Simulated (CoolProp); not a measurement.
Vapour-liquid equilibrium of R125 (1) + ethanol (2) at 315 K; x and y are mole fractions of (1).

Model: multi-fluid Helmholtz-energy mixture model, Lemmon 2005 and Schroeder 2014; pair parameters Bell 2016, in CoolProp.

### Question
Give the bubble pressure and the first vapour's composition at x = 0.05, 0.25, 0.85. Is there an azeotrope?

### Answer
x = 0.05: 0.2664 MPa, y = 0.924; x = 0.25: 0.9546 MPa, y = 0.977; x = 0.85: 1.759 MPa, y = 0.990. No azeotrope shows between x = 0.05 and 0.95.

The pair parameters rest on a limited set of measurements; away from them the model extrapolates. The gap from Raoult's law changes sign with composition, which may be real or a fault of the pair parameters; it wasn't checked against measurements. With so large a gap from Raoult's law the liquid may split in two, which this calculation doesn't test in full.
